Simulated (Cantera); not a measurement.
## Ignition delay

Mixture: CH4 : CO : O2 : N2 = 1 : 0.071 : 5 : 24.5 (molar parts), equivalence ratio 0.41, at 240000 Pa, adiabatic and at constant volume. Ignition delay is the time to a rise of 400 K.

Cantera simulation using GRI-Mech 3.0 (53 species, 325 reactions); the numbers are that mechanism's predictions, not measurements.

```csv
T0 (K),delay (ms)
1200,16.6
1250,8.47
1300,4.50
1350,2.47
1400,1.41
1450,0.837
1500,0.515
1550,0.329
```

```yaml
apparent activation energy between 1450 and 1550 K: 170 kJ/mol
```
